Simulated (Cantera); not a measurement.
**Formation from one mole of N₂**

Standard-state values (1 bar) from the NASA 1993 polynomials, evaluated with Cantera. Values are per mole of reaction as written; species without (g) are pure solids or liquids, kept so even where they would boil at 1 bar.

4 Cr + N₂(g) = 2 Cr₂N

| T (K) | ΔH° (kJ) | ΔS° (J/K) | ΔG° (kJ) | log10 K |
|---|---|---|---|---|
| 300 | -251.0 | -156.2 | -204.2 | 35.55 |
| 1250 | -233.4 | -130.9 | -69.8 | 2.92 |
| 1350 | -231.9 | -129.8 | -56.7 | 2.20 |
| 1450 | -230.7 | -128.9 | -43.8 | 1.58 |
| 1550 | -229.8 | -128.3 | -31.0 | 1.04 |
| 1650 | -229.2 | -127.9 | -18.2 | 0.57 |

3 H₂(g) + N₂(g) = 2 NH₃(g)

```json
[
 {"T (K)": "300", "ΔH° (kJ)": "-92.0", "ΔS° (J/K)": "-198.4", "ΔG° (kJ)": "-32.4", "log10 K": "5.65"},
 {"T (K)": "1250", "ΔH° (kJ)": "-112.2", "ΔS° (J/K)": "-235.9", "ΔG° (kJ)": "182.7", "log10 K": "-7.63"},
 {"T (K)": "1350", "ΔH° (kJ)": "-112.5", "ΔS° (J/K)": "-236.1", "ΔG° (kJ)": "206.3", "log10 K": "-7.98"},
 {"T (K)": "1450", "ΔH° (kJ)": "-112.7", "ΔS° (J/K)": "-236.3", "ΔG° (kJ)": "229.9", "log10 K": "-8.28"},
 {"T (K)": "1550", "ΔH° (kJ)": "-112.8", "ΔS° (J/K)": "-236.3", "ΔG° (kJ)": "253.5", "log10 K": "-8.54"},
 {"T (K)": "1650", "ΔH° (kJ)": "-112.6", "ΔS° (J/K)": "-236.2", "ΔG° (kJ)": "277.1", "log10 K": "-8.77"}
]
```
